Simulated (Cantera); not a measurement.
## Premixed flame

A freely propagating, adiabatic, planar premixed flame of CH4 : C2H6 : C3H8 : O2 : N2 : CO2 = 1 : 0.87 : 0.16 : 4.5 : 21.6 : 0.38 (molar parts), equivalence ratio 1.3, unburnt at 375 K and 32000 Pa; mixture-averaged transport, grid criteria slope 0.08 and curve 0.16, no radiation.

Cantera simulation using GRI-Mech 3.0 (53 species, 325 reactions); the numbers are that mechanism's predictions, not measurements. Burning velocities carry a grid error of a few per cent, more on coarse grids.

| z (mm) | T (K) | u (m/s) | x CH4 | x C2H6 | x C3H8 | x CO | x N2O | x CH2CO |
|---|---|---|---|---|---|---|---|---|
| -4.69 | 375 | 0.348 | 0.0350 | 0.0304 | 0.00560 | 9.77e-6 | <1e-8 | <1e-8 |
| -3.13 | 380 | 0.354 | 0.0347 | 0.0303 | 0.00558 | 0.000129 | <1e-8 | 1.47e-7 |
| -2.34 | 395 | 0.370 | 0.0343 | 0.0301 | 0.00555 | 0.000574 | <1e-8 | 9.89e-7 |
| -1.56 | 501 | 0.474 | 0.0319 | 0.0287 | 0.00540 | 0.00417 | <1e-8 | 1.62e-5 |
| -0.781 | 941 | 0.915 | 0.0228 | 0.0189 | 0.00370 | 0.0237 | <1e-8 | 0.000201 |
| -0.391 | 1302 | 1.29 | 0.0144 | 0.00778 | 0.00126 | 0.0442 | <1e-8 | 0.000479 |
| 0 | 1616 | 1.62 | 0.00479 | 0.000488 | 2.60e-5 | 0.0641 | <1e-8 | 0.000342 |
| 0.391 | 1751 | 1.76 | 0.000573 | 2.44e-6 | <1e-8 | 0.0680 | <1e-8 | 3.67e-5 |
| 0.781 | 1784 | 1.79 | 4.07e-5 | <1e-8 | <1e-8 | 0.0639 | <1e-8 | 1.87e-6 |
| 1.56 | 1800 | 1.80 | 2.77e-7 | <1e-8 | <1e-8 | 0.0585 | <1e-8 | 2.20e-8 |
| 3.13 | 1814 | 1.81 | <1e-8 | <1e-8 | <1e-8 | 0.0564 | <1e-8 | <1e-8 |
| 6.25 | 1832 | 1.82 | <1e-8 | <1e-8 | <1e-8 | 0.0565 | <1e-8 | <1e-8 |
| 12.5 | 1851 | 1.84 | <1e-8 | <1e-8 | <1e-8 | 0.0568 | <1e-8 | <1e-8 |
x: mole fraction of selected species; z is measured from the peak of heat release.

* **laminar burning velocity**: 34.7 cm/s
* **thermal thickness**: 1.56 mm
* **peak x(CO)**: 0.0685
* **peak x(CH2CO)**: 0.000530
* **grid points**: 147
